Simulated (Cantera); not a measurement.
Input: 1 mol SiH4, 3.8 mol HCl, 19 mol N2, held at 76000 Pa.

These are equilibrium values from Cantera (NASA tables, ideal gas, pure condensed phases), not measurements of a reactor. Candidate condensed phases: NH4Cl, Si, Si3N4; 28 gas species. N2 is the only nitrogen source here; it is nearly inert below about 1500 K, so the nitride shown seldom forms there in practice. Rates play no part.

**Question.** What share of the Si ends up in condensed phases as a function of T (K), at 1125, 1225, 1325, 1425, 1525, 1625, 1725?

**Answer.** 
```json
[
 {"T (K)": "1125", "Si condensed (%)": "83.7", "as": "Si3N4(s)"},
 {"T (K)": "1225", "Si condensed (%)": "85.6", "as": "Si3N4(s)"},
 {"T (K)": "1325", "Si condensed (%)": "86.8", "as": "Si3N4(s)"},
 {"T (K)": "1425", "Si condensed (%)": "86.7", "as": "Si3N4(s)"},
 {"T (K)": "1525", "Si condensed (%)": "83.9", "as": "Si3N4(s)"},
 {"T (K)": "1625", "Si condensed (%)": "75.7", "as": "Si3N4(s)"},
 {"T (K)": "1725", "Si condensed (%)": "59.8", "as": "Si3N4(s)"}
]
```
